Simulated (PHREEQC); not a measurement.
Make-up at 20 °C: 25 mmol/kgw HF, 16 mmol/kgw NaF, 0.91 mmol/kgw H4SiO4 and 0.65 mmol/kgw H2SO4. Closed to the air; pH follows from the charge balance.

All values are PHREEQC results (ion-association model, phreeqc.dat), not measurements.

pH: 2.89
ionic strength: 0.0188 mol/kgw
total alkalinity: -26.3 meq/kg

```csv
species,molality,activity,log γ
HF,0.0202,0.0203,0.002
Na+,0.0159,0.0139,-0.057
F-,0.0133,0.0116,-0.060
H+,0.00143,0.00128,-0.049
HF2-,0.000987,0.000863,-0.058
SiF6-2,0.000910,0.000540,-0.227
SO4-2,0.000580,0.000344,-0.227
NaF,9.23e-5,9.27e-5,0.002
HSO4-,4.39e-5,3.84e-5,-0.058
```

Precipitation was switched off in this run. SiF6-2 is the database's only silicon fluoride.
